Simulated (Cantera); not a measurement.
Feed: 1 mol MgO, 1 mol NF3, 0.16 mol O2, at 1352 °C and 16.0 Pa.

Cantera equilibrium calculation (NASA polynomials, part measured and part estimated; ideal gas, pure solids and liquids). Candidate condensed phases: Mg, MgF2, MgO; 24 gas species. Equilibrium is a limit: real reactors are often held back by kinetics, nucleation or transport.

Question: What is the equilibrium state?

Answer: 
| Item | Result |
|---|---|
| x(F) | 0.316 |
| x(MgF2) | 0.316 |
| x(O2) | 0.208 |
| x(N2) | 0.158 |
| x(NO) | 0.000958 |
| x(O) | 0.000702 |
| x(Mg2F4) | 1.65e-5 |
| gas amount | 3.161 mol |
| log10 activity of MgF2(l) (absent) | -0.92 |
| log10 activity of Mg(l) (absent) | -18.21 |
